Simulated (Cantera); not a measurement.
A Cantera script and its output.

```python
import numpy as np
import cantera as ct

gas = ct.Solution("gri30.yaml", transport_model="multicomponent")
show = ['C2H2', 'CH3', 'H2']

rows = []
print(f"{'T/K':>7s}{'rho':>11s}{'cp':>10s}{'mu':>11s}{'lambda':>11s}{'Pr':>7s}" + "".join(f"{'D_' + s:>11s}" for s in show))
for T in [400, 550, 700, 850, 1000, 1150]:
    gas.TPX = T, 13332, {'N2': 0.4, 'NO': 0.88}
    Pr = gas.cp_mass * gas.viscosity / gas.thermal_conductivity
    D = [gas.mix_diff_coeffs_mole[gas.species_index(s)] for s in show]
    rows.append([gas.density, gas.cp_mass, gas.viscosity, gas.thermal_conductivity, Pr, *D])
    print(f"{T:7g}{gas.density:11.4e}{gas.cp_mass:10.1f}{gas.viscosity:11.4e}"
          f"{gas.thermal_conductivity:11.4e}{Pr:7.3f}" + "".join(f"{d:11.4e}" for d in D))
print("SI units: kg/m3, J/kg/K, Pa s, W/m/K, m2/s")
```

It prints:

```
    T/K        rho        cp         mu     lambda     Pr     D_C2H2      D_CH3       D_H2
    400 1.1779e-01    1012.9 2.2882e-05 3.2626e-02  0.710 2.1089e-04 2.8256e-04 9.6277e-04
    550 8.5665e-02    1039.2 2.8565e-05 4.1919e-02  0.708 3.6880e-04 4.9028e-04 1.6427e-03
    700 6.7308e-02    1075.7 3.3603e-05 5.1101e-02  0.707 5.5838e-04 7.3915e-04 2.4555e-03
    850 5.5430e-02    1112.6 3.8211e-05 6.0119e-02  0.707 7.7674e-04 1.0255e-03 3.3906e-03
   1000 4.7116e-02    1143.7 4.2506e-05 6.8764e-02  0.707 1.0218e-03 1.3469e-03 4.4398e-03
   1150 4.0970e-02    1165.7 4.6559e-05 7.6801e-02  0.707 1.2920e-03 1.7012e-03 5.5971e-03
SI units: kg/m3, J/kg/K, Pa s, W/m/K, m2/s
```

Cantera simulation using GRI-Mech 3.0 (53 species, 325 reactions); the numbers are that mechanism's predictions, not measurements. The composition is frozen, though it would react at the higher temperatures.
